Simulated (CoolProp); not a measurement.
Saturated liquid density (kg/m³) of methane: the reference equation beside estimates from Tc = -82.6 °C, pc = 4.599 MPa, ω = 0.011. Rackett uses Z = 0.29056 − 0.08775 ω.

Computed with CoolProp (reference Helmholtz-energy equation of state, Setzmann 1991).

| T (°C) | reference | Rackett | Redlich-Kwong | Soave-Redlich-Kwong |
|---|---|---|---|---|
| -127.75 | 366.9 | 365.7 | 357.5 | 354.4 |
| -121.95 | 355.5 | 354.3 | 342.5 | 339.9 |
| -116.15 | 343.1 | 342.0 | 326.3 | 324.1 |
| -110.35 | 329.6 | 328.7 | 308.4 | 306.7 |
| -104.45 | 314.2 | 313.6 | 288.2 | 287.0 |
| -98.65 | 296.6 | 296.4 | 265.6 | 264.8 |
| -92.85 | 275.0 | 275.4 | 238.7 | 238.2 |
| -87.05 | 244.2 | 245.8 | 203.2 | 203.1 |

Absolute difference from the reference over all 8 rows, mean and median: Rackett 0.3 and 0.3 %, Redlich-Kwong 8.3 and 7.4 %, Soave-Redlich-Kwong 8.7 and 7.8 %.
